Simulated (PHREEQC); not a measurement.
Spent oxide etchant: an equilibrium model

Dissolve 140 mmol/kgw HF, 0.59 mmol/kgw H2SiF6, 1.3 mmol/kgw HBF4 and 2.6 mmol/kgw HCl at 25 °C. Closed to the air; pH follows from the charge balance.

Computed with PHREEQC (ion-association model, phreeqc.dat).

| Item | Value |
|---|---|
| pH | 1.86 |
| ionic strength | 0.0160 mol/kgw |
| total alkalinity | -151 meq/kg |

| species | molality | activity | log γ |
|---|---|---|---|
| HF | 0.126 | 0.127 | 0.002 |
| H+ | 0.0154 | 0.0138 | -0.047 |
| F- | 0.00696 | 0.00611 | -0.056 |
| HF2- | 0.00337 | 0.00297 | -0.055 |
| Cl- | 0.00260 | 0.00229 | -0.056 |
| BF4- | 0.00130 | 0.00114 | -0.055 |
| SiF6-2 | 0.000590 | 0.000361 | -0.214 |
| BF3OH- | 3.75e-6 | 3.31e-6 | -0.055 |

This is a speciation only: nothing precipitates in the calculation. SiF6-2 is the database's only silicon fluoride. Real BF4- forms and hydrolyses slowly; the run takes it at equilibrium.
